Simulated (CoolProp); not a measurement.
Vapour pressure (MPa) of n-perfluorohexane: the reference equation beside estimates from Tc = 448.0 K, pc = 1.742 MPa, ω = 0.497.

Values from CoolProp's reference Helmholtz-energy equation of state, Gao 2022.

```csv
T (K),reference,Lee-Kesler,Peng-Robinson
208.5,5.823e-5,6.257e-5,(withheld)
234,(withheld),0.0006468,(withheld)
259.5,(withheld),0.003892,0.004174
284.9,0.01591,0.01584,0.01638
310.4,0.04896,0.04892,0.04943
335.9,0.1221,0.1225,0.1224
361.3,0.2601,0.2614,0.2611
386.8,0.4950,(withheld),0.4997
412.3,(withheld),0.8724,0.8787
```

Q: Some entries are withheld; supply them.

A: 
- 208.5, Peng-Robinson: 7.607e-5
- 234, reference: 0.0006346
- 234, Peng-Robinson: 0.0007312
- 259.5, reference: 0.003895
- 386.8, Lee-Kesler: 0.4983
- 412.3, reference: 0.8656

Absolute difference from the reference over all 9 rows, mean and median: Lee-Kesler 1.4 and 0.5 %, Peng-Robinson 6.7 and 1.5 %.
